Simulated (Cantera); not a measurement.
Mixture: CH₄ : O₂ : N₂ = 1 : 1.05 : 3.37 (molar parts), equivalence ratio 1.9, at 5700 Torr, adiabatic and at constant pressure. Ignition delay is the time to a rise of 400 K.

Model: GRI-Mech 3.0 (53 species, 325 reactions), integrated in Cantera.

Problem. Predict: delay at 1250 K; delay at 1350 K; delay at 1450 K; delay at 1550 K; delay at 1650 K; delay at 1750 K; apparent activation energy between 1550 and 1750 K.

Solution. 
```json
{
 "delay at 1250 K": "4.29 ms",
 "delay at 1350 K": "1.35 ms",
 "delay at 1450 K": "0.463 ms",
 "delay at 1550 K": "0.171 ms",
 "delay at 1650 K": "68.5 µs",
 "delay at 1750 K": "30.0 µs",
 "apparent activation energy between 1550 and 1750 K": "200 kJ/mol"
}
```
